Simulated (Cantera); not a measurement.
## Nitride etching: BN + HCl + N2 + F2

Input: 1 mol BN, 77 mol HCl, 48 mol N2, 1.1 mol F2, held at 0.00133 bar.

Method: chemical equilibrium by Gibbs-energy minimisation in Cantera with the NASA 1993 tables (ideal gas, pure condensed phases). Candidate condensed phases: B, BN, NH4Cl; 40 gas species. The tables' values for BF2, BCl2, BClF are old estimates; treat these amounts as uncertain. Gases not in the tables: BHCl2. Kinetics and transport are ignored.

From 575 °C to 650 °C the condensed part is BN(s). From 725 °C to 1250 °C nothing is condensed. The main B-bearing gas is BF3 throughout.

| T (°C) | log p HCl | log p N2 | log p BF3 | log p H2 | log p HF | n BN(s) |
|---|---|---|---|---|---|---|
| 575 | -3.09 | -3.29 | -5.11 | -5.83 | -6.74 | 0.174 |
| 650 | -3.09 | -3.29 | -5.12 | -5.57 | -6.50 | 0.0974 |
| 725 | -3.09 | -3.29 | -5.12 | -5.37 | -6.29 | 0 |
| 800 | -3.09 | -3.29 | -5.13 | -5.37 | -6.06 | 0 |
| 875 | -3.09 | -3.29 | -5.14 | -5.37 | -5.86 | 0 |
| 950 | -3.10 | -3.29 | -5.15 | -5.37 | -5.69 | 0 |
| 1025 | -3.10 | -3.29 | -5.17 | -5.36 | -5.55 | 0 |
| 1100 | -3.10 | -3.29 | -5.19 | -5.33 | -5.43 | 0 |
| 1175 | -3.10 | -3.29 | -5.22 | -5.26 | -5.32 | 0 |
| 1250 | -3.10 | -3.29 | -5.25 | -5.16 | -5.23 | 0 |
log p: log10 of the partial pressure in bar; n: condensed amount in mol.
